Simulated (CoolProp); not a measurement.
Computed with CoolProp (reference Helmholtz-energy equation of state, Thol 2021).

Give the vapour pressure (MPa), liquid density (kg/m³), vapour density (kg/m³), enthalpy of vaporisation (kJ/kg) of saturated chlorine at 31.05, 50.45 °C.


```json
[
 {"T (°C)": "31.05", "p (MPa)": "0.911", "liquid density (kg/m³)": "1370", "vapour density (kg/m³)": "29.0", "enthalpy of vaporisation (kJ/kg)": "243"},
 {"T (°C)": "50.45", "p (MPa)": "1.46", "liquid density (kg/m³)": "1310", "vapour density (kg/m³)": "46.0", "enthalpy of vaporisation (kJ/kg)": "226"}
]
```
